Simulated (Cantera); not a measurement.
# Adiabatic ignition

An adiabatic, constant-volume homogeneous reactor starts with CH4 : O2 : N2 : CO2 = 1 : 2.99 : 11.2 : 0.42 (molar parts), at 1525 K and 101000 Pa.

Detailed kinetics in Cantera: GRI-Mech 3.0 (53 species, 325 reactions).

| t (s) | T (K) | P (bar) | x CH4 | x O2 | x CO2 | x CH3 | x HO2 | x HCN |
|---|---|---|---|---|---|---|---|---|
| 2.00e-6 | 1525 | 1.01 | 0.0641 | 0.192 | 0.0269 | 2.70e-7 | 1.37e-7 | <1e-12 |
| 5.28e-6 | 1525 | 1.01 | 0.0641 | 0.192 | 0.0269 | 8.02e-7 | 3.58e-7 | <1e-12 |
| 1.39e-5 | 1525 | 1.01 | 0.0641 | 0.192 | 0.0269 | 2.32e-6 | 9.18e-7 | <1e-12 |
| 3.67e-5 | 1525 | 1.01 | 0.0641 | 0.192 | 0.0269 | 7.18e-6 | 2.24e-6 | <1e-12 |
| 9.69e-5 | 1525 | 1.01 | 0.0640 | 0.192 | 0.0269 | 2.68e-5 | 4.68e-6 | <1e-12 |
| 0.000256 | 1525 | 1.01 | 0.0638 | 0.191 | 0.0269 | 0.000130 | 7.72e-6 | <1e-12 |
| 0.000674 | 1559 | 1.04 | 0.0577 | 0.187 | 0.0269 | 0.000774 | 7.88e-5 | 1.04e-11 |
| 0.00178 | 2715 | 1.85 | <1e-12 | 0.0639 | 0.0679 | <1e-12 | 1.20e-5 | 1.30e-10 |
| 0.00469 | 2705 | 1.84 | <1e-12 | 0.0604 | 0.0682 | <1e-12 | 1.12e-5 | 1.97e-10 |
| 0.0124 | 2703 | 1.84 | <1e-12 | 0.0599 | 0.0683 | <1e-12 | 1.11e-5 | 2.06e-10 |
| 0.0327 | 2703 | 1.84 | <1e-12 | 0.0598 | 0.0683 | <1e-12 | 1.11e-5 | 2.06e-10 |
| 0.0862 | 2703 | 1.84 | <1e-12 | 0.0598 | 0.0683 | <1e-12 | 1.11e-5 | 2.06e-10 |
| 0.227 | 2703 | 1.84 | <1e-12 | 0.0598 | 0.0683 | <1e-12 | 1.11e-5 | 2.06e-10 |
| 0.600 | 2703 | 1.84 | <1e-12 | 0.0598 | 0.0683 | <1e-12 | 1.11e-5 | 2.06e-10 |
x: mole fraction; the columns are a selection and need not sum to one.

```yaml
time_of_steepest_temperature_rise: 0.795 ms
temperature at 0.600 s: 2703 K
equilibrium_temperature: 2703 K
x(CH4) at 0.600 s: <1e-12 (gas-phase equilibrium <1e-12)
x(O2) at 0.600 s: 0.0598 (gas-phase equilibrium 0.0598)
x(CO2) at 0.600 s: 0.0683 (gas-phase equilibrium 0.0683)
```
